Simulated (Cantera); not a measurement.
Charge: 1 mol MgO, 0.75 mol Cl2, 0.32 mol N2, held at 48.0 mbar.

Equilibrium computed with Cantera from the NASA thermochemical tables; the gas is ideal and each condensed phase is pure. Candidate condensed phases: Mg, MgCl2, MgO; 18 gas species. Equilibrium is a limit: real reactors are often held back by kinetics, nucleation or transport.

Task: What share of the Mg ends up in condensed phases as a function of T (K), at 1100, 1175, 1250, 1325, 1400, 1475, 1550?

Result: 
```json
[
 {"T (K)": "1100", "Mg condensed (%)": "98.2", "as": "MgO(s)"},
 {"T (K)": "1175", "Mg condensed (%)": "95.4", "as": "MgO(s)"},
 {"T (K)": "1250", "Mg condensed (%)": "90.0", "as": "MgO(s)"},
 {"T (K)": "1325", "Mg condensed (%)": "81.2", "as": "MgO(s)"},
 {"T (K)": "1400", "Mg condensed (%)": "69.6", "as": "MgO(s)"},
 {"T (K)": "1475", "Mg condensed (%)": "58.0", "as": "MgO(s)"},
 {"T (K)": "1550", "Mg condensed (%)": "49.3", "as": "MgO(s)"}
]
```
